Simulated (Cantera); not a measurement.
**Thermodynamics of carbon deposition, reforming and gasification, feed C₂H₄ + O₂**

A closed system holds: 1 mol C₂H₄, 0.59 mol O₂, at 1500 Pa.

Method: chemical equilibrium by Gibbs-energy minimisation in Cantera with the NASA 1993 tables (ideal gas, pure condensed phases). Candidate condensed phases: C, C₆H₆, C₇H₈, C₈H₁₈, H₂O; 110 gas species. Rates play no part.

From 650 K to 950 K the condensed part is C(graphite). The main C-bearing gas is CO₂ at 650 K and CO at 950 K. The share of C in condensed phases is highest at 650 K (74.7 %) and lowest at 950 K (41.9 %).

| T (K) | log p H₂ | log p CO | log p H₂O | log p CO₂ | log p CH₄ | log p C₂H₆ | log p H | n C(graphite) |
|---|---|---|---|---|---|---|---|---|
| 650 | -2.14 | -3.65 | -2.38 | -2.70 | -2.86 | -9.35 | <-13 | 1.49 |
| 675 | -2.09 | -3.38 | -2.47 | -2.68 | -3.01 | -9.50 | <-13 | 1.49 |
| 700 | -2.05 | -3.14 | -2.57 | -2.68 | -3.18 | -9.67 | <-13 | 1.46 |
| 725 | -2.03 | -2.93 | -2.68 | -2.70 | -3.35 | -9.85 | <-13 | 1.41 |
| 750 | -2.02 | -2.75 | -2.81 | -2.75 | -3.53 | -10.06 | -13.51 | 1.34 |
| 775 | -2.01 | -2.59 | -2.95 | -2.83 | -3.72 | -10.27 | -13.01 | 1.25 |
| 800 | -2.01 | -2.48 | -3.12 | -2.96 | -3.90 | -10.48 | -12.55 | 1.14 |
| 825 | -2.02 | -2.39 | -3.31 | -3.13 | -4.08 | -10.70 | -12.11 | 1.05 |
| 850 | -2.02 | -2.33 | -3.51 | -3.33 | -4.25 | -10.90 | -11.70 | 0.964 |
| 875 | -2.02 | -2.30 | -3.71 | -3.57 | -4.41 | -11.09 | -11.31 | 0.907 |
| 900 | -2.02 | -2.28 | -3.92 | -3.81 | -4.56 | -11.26 | -10.94 | 0.871 |
| 925 | -2.03 | -2.27 | -4.12 | -4.06 | -4.69 | -11.43 | -10.60 | 0.850 |
| 950 | -2.03 | -2.26 | -4.32 | -4.30 | -4.83 | -11.58 | -10.27 | 0.837 |
log p: log10 of the partial pressure in bar; n: condensed amount in mol.
